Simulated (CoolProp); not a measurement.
Values from CoolProp's reference Helmholtz-energy equation of state, Lemmon 2013.

Question: For propylene, give the phase and the speed of sound (m/s), viscosity (µPa s), Prandtl number, fugacity coefficient at 168.35 °C and 0.659 MPa; 168.35 °C and 2.49 MPa; 168.35 °C and 3.87 MPa.

Answer: 
- 168.35 °C and 0.659 MPa: gas; speed of sound 304, viscosity 12.7, Prandtl number 0.756, fugacity coefficient 0.973
- 168.35 °C and 2.49 MPa: gas; speed of sound 286, viscosity 13.6, Prandtl number 0.787, fugacity coefficient 0.902
- 168.35 °C and 3.87 MPa: gas; speed of sound 272, viscosity 14.7, Prandtl number 0.845, fugacity coefficient 0.851

Viscosity comes from a separate model (Huber 2003), an estimate that may be off by 10 % or more. Thermal conductivity comes from a separate model (Huber 2003), an estimate that may be off by 10 % or more.
